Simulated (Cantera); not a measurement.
Charge: 1 mol Fe3O4, 0.43 mol C, 1 mol N2, equilibrated at 1952 °C.

Cantera equilibrium calculation (NASA polynomials, part measured and part estimated; ideal gas, pure solids and liquids). Candidate condensed phases: C, Fe, Fe(CO)5, FeO, Fe2O3, Fe3O4; 27 gas species. The tables' stoichiometric FeO is somewhat more stable than real wüstite, so its field is too wide. FeO: taken at fixed stoichiometry. Rates play no part.

### Question
At 0.220 bar, list the 6 most abundant gas species with their mole fractions, and the condensed phases.

### Answer
N2 0.657, CO2 0.266, O2 0.0514, CO 0.0179, NO 0.00603, O 0.00153. Condensed: FeO(l).
